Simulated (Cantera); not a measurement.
Input: 1 mol SiCl4, 0.016 mol Cl2, 8.3 mol N2, equilibrated at 1225 °C and 17.0 mbar.

These are equilibrium values from Cantera (NASA tables, ideal gas, pure condensed phases), not measurements of a reactor. Candidate condensed phases: Si, Si3N4; 13 gas species. The tables' values for SiCl3 are old estimates; treat these amounts as uncertain. Kinetics and transport are ignored.

Q: What is the equilibrium state?

A: 
| Property | Result |
|---|---|
| x(N2) | 0.888 |
| x(SiCl4) | 0.105 |
| x(Cl) | 0.00535 |
| x(SiCl3) | 0.00198 |
| x(Cl2) | 0.000147 |
| x(SiCl2) | 0.000120 |
| gas amount | 9.351 mol |
| log10 activity of Si(s) (absent) | -7.83 |
